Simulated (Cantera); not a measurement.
A perfectly stirred reactor is fed with CH4 : H2 : CO2 = 0.014 : 1 : 0.013 (molar parts), at 13300 Pa; it is held at 2700 K, and followed from long to short residence time.

Model: GRI-Mech 3.0 (53 species, 325 reactions), integrated in Cantera.

One state of this run: x CH4 = 3.79e-5; x H2 = 0.857; x CO2 = 7.05e-6; x C2H = 1.26e-5; x C2H2 = 0.000855; x H2O = 0.000980; x HO2 = 1.12e-12. x: mole fraction; the columns are a selection and need not sum to one.

Task: Which value of τ (s) does it belong to?
(A) 0.076
(B) 0.0094
(C) 0.00029
(D) 0.038

Result: D, 0.038
